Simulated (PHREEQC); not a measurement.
A solution holds 110 mmol/kgw NaHSO4, 0.21 mmol/kgw NaOH and 0.31 mmol/kgw NaCl, at 40 °C. It is in equilibrium with CO2 at log p = -3.4 (atm). Otherwise closed; pH follows from the charge balance.

Equilibrium calculation in PHREEQC: ion-association model, wateq4f.dat.

Q: The ionic strength comes out as 0.183 mol/kgw. What activity coefficients do Cl-, H+, HSO4-, NaSO4-, SO4-2 get?

A: Cl- 0.71, H+ 0.80, HSO4- 0.73, NaSO4- 0.75, SO4-2 0.29.

No solid was allowed to form. Species that the database lacks are ignored. At this temperature some constants are extrapolated from 25 °C, and those without enthalpy data are left unchanged.
